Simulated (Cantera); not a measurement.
A closed system holds: 1 mol NH₃, 0.014 mol SO₂, 44 mol N₂, 0.036 mol H₂O, held at 1100 °C and 0.0270 bar.

Cantera equilibrium calculation (NASA polynomials, part measured and part estimated; ideal gas, pure solids and liquids). Candidate condensed phases: H₂O, H₂SO₄, S; 35 gas species. Equilibrium is a limit: real reactors are often held back by kinetics, nucleation or transport.

Base state: N₂ 0.967, H₂ 0.0317, H₂O 0.00139, H₂S 0.000222, S₂ 3.58e-5 (mole fractions); condensed: gas only.

**Question.** What changes in the equilibrium state with this change: SO₂ from 0.014 to 0.18 mol?

**Answer.** 
```
species   before    after
-------  -------  -------
N₂         0.967    0.965
H₂        0.0317   0.0237
H₂O      0.00139  0.00854
SO₂      5.35e-8  2.25e-5
S₂       3.58e-5  0.00139
```
